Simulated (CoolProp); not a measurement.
Vapour-liquid equilibrium of R22 (1) + R134a (2) at 273.9 K; x and y are mole fractions of (1).

The numbers come from the multi-fluid Helmholtz-energy mixture model, Kamei 1995 and Tillner-Roth 1994; pair parameters Bell 2016 in CoolProp.

Q: Give the bubble pressure and the first vapour's composition at x = 0.125, 0.575, 0.8. Is there an azeotrope?

A: x = 0.125: 0.3339 MPa, y = 0.201; x = 0.575: 0.4331 MPa, y = 0.679; x = 0.8: 0.4753 MPa, y = 0.855. No azeotrope shows between x = 0.05 and 0.95.

The pair parameters rest on a limited set of measurements; away from them the model extrapolates.
